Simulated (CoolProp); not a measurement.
Vapour-liquid equilibrium of C2F6 (R116) (1) + R134a (2) at 0.292 MPa; x and y are mole fractions of (1).

Model: multi-fluid Helmholtz-energy mixture model, Lemmon 2006 and Tillner-Roth 1994; pair parameters Bell 2016, in CoolProp.

```csv
x,bubble temperature (K),y at the bubble point,dew temperature at overall composition x (K),liquid density (mol/L)
0.05,254.7,0.514,…,13.04
0.2,229.7,0.864,267.0,13.16
0.35,…,0.908,261.7,12.74
0.5,222.0,0.919,255.4,12.22
0.65,…,0.927,247.5,11.73
0.8,219.8,0.943,236.4,11.30
0.95,218.0,0.979,…,10.96
```

Task: Complete the blanks.

Result: 
- 0.05, dew temperature at overall composition x (K): 271.6
- 0.35, bubble temperature (K): 223.7
- 0.65, bubble temperature (K): 221.1
- 0.95, dew temperature at overall composition x (K): 219.4

No azeotrope shows between x = 0.05 and 0.95.

The pair parameters rest on a limited set of measurements; away from them the model extrapolates. With so large a gap from Raoult's law the liquid may split in two, which this calculation doesn't test in full.
